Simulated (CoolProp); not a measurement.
The numbers come from the reference Helmholtz-energy equation of state, Gao 2022 in CoolProp.

Give the vapour pressure (bar), liquid density (kg/m³), vapour density (kg/m³), enthalpy of vaporisation (kJ/kg) of saturated n-perfluoropentane at 18.95, 37.75, 40.45 °C.


```tsv
T (°C)	p (bar)	liquid density (kg/m³)	vapour density (kg/m³)	enthalpy of vaporisation (kJ/kg)
18.95	0.682	1620	8.44	93.7
37.75	1.37	1560	16.4	88.1
40.45	1.50	1550	17.9	87.2
```
